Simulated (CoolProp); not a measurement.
Properties of methanol along the isobar 5.35 MPa (Tc = 513.4 K, pc = 8.216 MPa, ω = 0.565).

The numbers come from the reference Helmholtz-energy equation of state, de Reuck 1993 in CoolProp.

```
T (K)   phase        Z  expansivity (1/kK)  viscosity (µPa s)  Prandtl number  fugacity coefficient
-----  ------  -------  ------------------  -----------------  --------------  --------------------
263.7  liquid  0.09502               1.119                982            11.1             0.0004460
298.2  liquid  0.08737               1.151                561            7.00              0.003419
332.6  liquid  0.08162               1.250                358            5.06               0.01622
367.1  liquid  0.07745               1.454                246            4.00               0.05486
401.6  liquid  0.07487               1.832                177            3.35                0.1434
436.1  liquid  0.07429               2.586                128            2.89                0.3067
470.6  liquid  0.07744               4.698               88.8            2.59                0.5575
505.1     gas   0.6735               9.597               16.6            1.61                0.7661
539.6     gas   0.7885               4.658               17.7            1.10                0.8283
```

Viscosity comes from a separate model (Xiang 2006). Thermal conductivity comes from a separate model (Sykioti 2013).
